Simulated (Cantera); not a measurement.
Input (Python, Cantera):

```python
import numpy as np
import cantera as ct

gas = ct.Solution("gri30.yaml")
gas.TPX = 725, 500000, {'CH4': 1, 'CO': 0.082, 'O2': 2.04, 'N2': 7.67, 'CO2': 0.44}
inlet = ct.Reservoir(gas, clone=True)
gas.equilibrate("HP")  # start burning
reactor = ct.IdealGasConstPressureReactor(gas, energy="on", clone=False)
exhaust = ct.Reservoir(gas, clone=True)
tau = [0.078, 0.037, 0.018, 0.0087, 0.0042, 0.002, 0.00097, 0.00047, 0.00022, 0.00011, 5.2e-05, 2.5e-05][0]
for a, b in ((inlet, reactor), (reactor, exhaust)):
    ct.MassFlowController(a, b, mdot=lambda t: reactor.mass / tau)
net = ct.ReactorNet([reactor])
show = ['CH4', 'CO', 'O2', 'CH2CO', 'C2H4', 'CH2O']

rows = []
print(f"{'tau/s':>10s}{'T/K':>9s}" + "".join(f"{s:>11s}" for s in show))
for tau in [0.078, 0.037, 0.018, 0.0087, 0.0042, 0.002, 0.00097, 0.00047, 0.00022, 0.00011, 5.2e-05, 2.5e-05]:
    net.initial_time = 0.0
    net.advance(30 * tau)
    before = gas.X
    net.advance(40 * tau)
    drift = np.max(np.abs(gas.X - before) / (gas.X + 1e-9))
    rows.append([gas.T, *gas[show].X, drift])
    print(f"{tau:10.3e}{gas.T:9.1f}" + "".join(f"{x:11.3e}" for x in gas[show].X))
```

Result:

```
     tau/s      T/K        CH4         CO         O2      CH2CO       C2H4       CH2O
 7.800e-02   2407.5  8.262e-07  1.495e-02  6.762e-03  5.439e-10  1.470e-11  1.521e-07
 3.700e-02   2406.6  1.699e-06  1.509e-02  7.004e-03  1.144e-09  6.155e-11  3.144e-07
 1.800e-02   2404.4  3.356e-06  1.538e-02  7.383e-03  2.359e-09  2.358e-10  6.248e-07
 8.700e-03   2399.2  6.530e-06  1.597e-02  7.957e-03  4.954e-09  8.620e-10  1.222e-06
 4.200e-03   2388.9  1.236e-05  1.705e-02  8.790e-03  1.059e-08  2.902e-09  2.315e-06
 2.000e-03   2371.1  2.287e-05  1.883e-02  9.998e-03  2.318e-08  8.937e-09  4.251e-06
 9.700e-04   2344.8  4.039e-05  2.133e-02  1.161e-02  4.949e-08  2.388e-08  7.369e-06
 4.700e-04   2309.2  7.019e-05  2.458e-02  1.368e-02  1.037e-07  5.846e-08  1.239e-05
 2.200e-04   2261.9  1.257e-04  2.870e-02  1.638e-02  2.213e-07  1.433e-07  2.105e-05
 1.100e-04   2210.0  2.198e-04  3.303e-02  1.937e-02  4.486e-07  3.338e-07  3.454e-05
 5.200e-05   2144.2  4.282e-04  3.847e-02  2.347e-02  1.054e-06  9.403e-07  6.159e-05
 2.500e-05   2064.9  9.507e-04  4.535e-02  2.951e-02  3.180e-06  3.574e-06  1.212e-04
```

Model: GRI-Mech 3.0 (53 species, 325 reactions), integrated in Cantera.
